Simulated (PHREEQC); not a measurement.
Copper plating or etch bath

Solution (25 °C): 34 mmol/kgw CuSO4, 43 mmol/kgw HNO3 and 28 mmol/kgw NaCl. Closed to the air; pH follows from the charge balance.

Model: ion-association model, phreeqc.dat, run in PHREEQC.

| Quantity | Value |
|---|---|
| pH | 1.61 |
| ionic strength | 0.148 mol/kgw |
| specific conductance | 17500 µS/cm |
| density | 1.005 g/cm³ |
| total alkalinity | -43.0 meq/kg |

```csv
species,molality,activity,log γ
NO3-,0.0430,0.0310,-0.142
H+,0.0300,0.0243,-0.092
Na+,0.0274,0.0209,-0.117
Cl-,0.0273,0.0202,-0.132
Cu+2,0.0257,0.00920,-0.446
HSO4-,0.0130,0.00988,-0.119
SO4-2,0.0128,0.00418,-0.487
CuSO4,0.00760,0.00786,0.015
CuCl+,0.000674,0.000499,-0.130
```

No solid was allowed to form.
